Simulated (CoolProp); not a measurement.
Saturation properties of fluorine.

Computed with CoolProp (reference Helmholtz-energy equation of state, de Reuck 1990).

| T (K) | p (MPa) | liquid density (kg/m³) | vapour density (kg/m³) | liquid cp (kJ/(kg K)) |
|---|---|---|---|---|
| 88.8 | 0.1529 | 1475 | 8.247 | 1.524 |
| 91.6 | 0.2028 | 1455 | 10.71 | 1.537 |
| 94.4 | 0.2641 | 1434 | 13.69 | 1.551 |
| 97.2 | 0.3385 | 1412 | 17.26 | 1.567 |
| 100 | 0.4275 | 1390 | 21.49 | 1.585 |
| 102.8 | 0.5327 | 1367 | 26.47 | 1.607 |
| 105.6 | 0.6557 | 1344 | 32.27 | 1.631 |
| 108.4 | 0.7983 | 1319 | 39.02 | 1.660 |
| 111.3 | 0.9683 | 1293 | 47.12 | 1.696 |
| 114.1 | 1.156 | 1267 | 56.19 | 1.737 |

It boils at 85.0 K under 1 atm.
